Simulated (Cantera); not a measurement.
Cantera with NASA thermochemical tables; ideal gases at 1 bar, condensed phases pure. Values are per mole of reaction as written; species without (g) are pure solids or liquids, kept so even where they would boil at 1 bar.

**Question.** Between 923 and 1323 K, where is each reaction favourable under standard conditions?
- H(g) + CsCl → HCl(g) + Cs(g)
- 2 Cs + 2 HCl(g) → 2 CsCl + H2(g)

**Answer.** 
- H(g) + CsCl → HCl(g) + Cs(g): ΔG° is 86 kJ at 923 K and 53 kJ at 1323 K; it stays positive (K < 1). ΔH° is 153 kJ and ΔS° 76 J/K at 1323 K.
- 2 Cs + 2 HCl(g) → 2 CsCl + H2(g): ΔG° is -508 kJ at 923 K and -452 kJ at 1323 K; it stays negative (K > 1). ΔH° is -626 kJ and ΔS° -132 J/K at 1323 K.
